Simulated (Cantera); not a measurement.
Cantera with NASA thermochemical tables; ideal gases at 1 bar, condensed phases pure. Values are per mole of reaction as written; species without (g) are pure solids or liquids, kept so even where they would boil at 1 bar.

2 N(g) + Cl2(g) + CaO = CaCl2 + N2O(g)

```
T (K)  ΔH° (kJ)  ΔS° (J/K)  ΔG° (kJ)  log10 K
-----  --------  ---------  --------  -------
650     -1025.8     -246.6    -865.6    69.56
675         ___        ___       ___      ___
700     -1025.9     -246.6    -853.2    63.67
725         ___        ___       ___      ___
750     -1025.8     -246.6    -840.9    58.56
775     -1025.8     -246.5    -834.7    56.26
800     -1025.8     -246.5    -828.6    54.10
825     -1025.7     -246.4    -822.4    52.07
850     -1025.6     -246.3    -816.3    50.16
875     -1025.5     -246.2    -810.1    48.36
900         ___        ___       ___      ___
```

What belongs in the gaps?


- 675, ΔH° (kJ): -1025.9
- 675, ΔS° (J/K): -246.6
- 675, ΔG° (kJ): -859.4
- 675, log10 K: 66.50
- 725, ΔH° (kJ): -1025.9
- 725, ΔS° (J/K): -246.6
- 725, ΔG° (kJ): -847.1
- 725, log10 K: 61.03
- 900, ΔH° (kJ): -1025.4
- 900, ΔS° (J/K): -246.0
- 900, ΔG° (kJ): -803.9
- 900, log10 K: 46.66
